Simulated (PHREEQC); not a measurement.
A solution holds 0.097 mol ZnSO4, 8.8e-05 mol CuCl2 and 0.097 mol NaF per kg of water, at 25 °C. It is in equilibrium with CO2 at log p = -3.4 (atm). Otherwise closed; pH follows from the charge balance.

Equilibrium calculation in PHREEQC: ion-association model, wateq4f.dat.

This is a speciation only: nothing precipitates in the calculation.

What pH, ionic strength does the model give?

pH 6.19; ionic strength 0.286 mol/kgw.

In which forms is C present?

ZnHCO3+ 42 %, HCO3- 27 %, CO2 27 %, ZnCO3 3.4 %, NaHCO3 0.7 % of the C.

Examples of supersaturated solids here: Brochantite. Others may be too.
